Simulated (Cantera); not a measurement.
Input: 1 mol AlCl3, 0.34 mol O2, 2.5 mol H2, equilibrated at 1302 °C and 0.133 bar.

Equilibrium computed with Cantera from the NASA thermochemical tables; the gas is ideal and each condensed phase is pure. Candidate condensed phases: Al, AlCl3, Al2O3, H2O; 29 gas species. The tables' values for AlCl2 are old estimates; treat these amounts as uncertain. Equilibrium is a limit: real reactors are often held back by kinetics, nucleation or transport.

Base state: H2 0.485, HCl 0.368, AlCl3 0.142, AlCl2 0.00344, AlCl 0.000495, H 7.93e-5, H2O 6.44e-5, Cl 4.78e-5 (mole fractions); condensed: Al2O3(s).

Task: What changes in the equilibrium state with this change: pressure from 0.133 bar to 0.0133 bar?

Result: 
```csv
species,before,after
H2,0.485,0.475
HCl,0.368,0.379
AlCl3,0.142,0.131
AlCl,0.000495,0.00422
Cl,4.78e-5,0.000157
"Al2O3(s), mol",0.227,0.227
```
